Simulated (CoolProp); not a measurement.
A simple Rankine cycle with water: condensing at 304.15 K, boiler at 0.579 MPa, turbine inlet 435.6 K, turbine efficiency 0.65, pump efficiency 0.8, no recuperator. Each further row changes one setting.

The numbers come from the reference Helmholtz-energy equation of state, Wagner 2002 in CoolProp.

```json
[
 {"case": "as stated", "thermal efficiency (%)": "17.4", "net work (kJ/kg)": "458", "heat in (kJ/kg)": "2640", "turbine exit temperature (K)": "304.1", "volume ratio over the turbine": "84.4"},
 {"case": "turbine inlet 455.6 K", "thermal efficiency (%)": "17.4", "net work (kJ/kg)": "468", "heat in (kJ/kg)": "2680", "turbine exit temperature (K)": "304.1", "volume ratio over the turbine": "81.3"},
 {"case": "condensing temperature 296.15 K", "thermal efficiency (%)": "18.4", "net work (kJ/kg)": "491", "heat in (kJ/kg)": "2670", "turbine exit temperature (K)": "296.2", "volume ratio over the turbine": "131"},
 {"case": "boiler pressure 0.405 MPa", "thermal efficiency (%)": "16.2", "net work (kJ/kg)": "430", "heat in (kJ/kg)": "2650", "turbine exit temperature (K)": "304.1", "volume ratio over the turbine": "59.3"},
 {"case": "turbine efficiency 0.55", "thermal efficiency (%)": "14.7", "net work (kJ/kg)": "387", "heat in (kJ/kg)": "2640", "turbine exit temperature (K)": "304.1", "volume ratio over the turbine": "87.1"}
]
```

The expansion ends wet for: as stated; turbine inlet 455.6 K; condensing temperature 296.15 K; boiler pressure 0.405 MPa; turbine efficiency 0.55.
